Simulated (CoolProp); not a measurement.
Properties of chloromethane (R40) at several states (Tc = 145.5 °C, pc = 6929 kPa, ω = 0.150).

Model: reference Helmholtz-energy equation of state, Thol 2014, in CoolProp.

```csv
T (°C),p (kPa),phase,density (kg/m³),cp (kJ/(kg K)),Joule-Thomson coefficient (K/MPa),fugacity coefficient
195.35,3570,gas,53.70,1.258,9.193,0.8746
226.65,79.7,gas,0.9706,1.096,7.662,0.9977
-13.55,131,gas,3.188,0.8570,63.16,0.9629
158.85,22700,supercritical,688.7,1.864,0.4291,0.3201
46.45,15.5,gas,0.2951,0.8397,28.88,0.9980
-15.85,239,liquid,989.2,1.579,-0.3435,0.5725
```
